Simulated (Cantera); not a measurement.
Charge: 1 mol Si, 0.49 mol N2O, 14 mol H2, at 1073 K and 133 Pa.

Method: chemical equilibrium by Gibbs-energy minimisation in Cantera with the NASA 1993 tables (ideal gas, pure condensed phases). Candidate condensed phases: H2O, Si, SiO2, Si2N2O, Si3N4; 35 gas species. Mutual solubility and eutectic melting of coexisting phases are not modelled. Kinetics and transport are ignored.

Base state: H2 1.00 (mole fractions); condensed: Si(s) + Si2N2O(s).

### Question
What changes in the equilibrium state with this change: temperature from 1073 K to 2050 K?

### Answer
| species | before | after |
|---|---|---|
| H2 | 1.00 | 0.850 |
| H | 3.84e-7 | 0.0573 |
| Si | <1e-9 | 0.0308 |
| N2 | 8.64e-9 | 0.0307 |
| SiO | 8.66e-9 | 0.0307 |
| SiH | <1e-9 | 0.000626 |
| Si2 | <1e-9 | 0.000190 |
| SiH2 | <1e-9 | 6.32e-5 |
| Si(s), mol | 0.0200 | 0 |
| Si2N2O(s), mol | 0.490 | 0 |
The tables' values for SiN are old estimates; treat these amounts as uncertain. Gases not in the tables: Si2H6 and higher silanes.
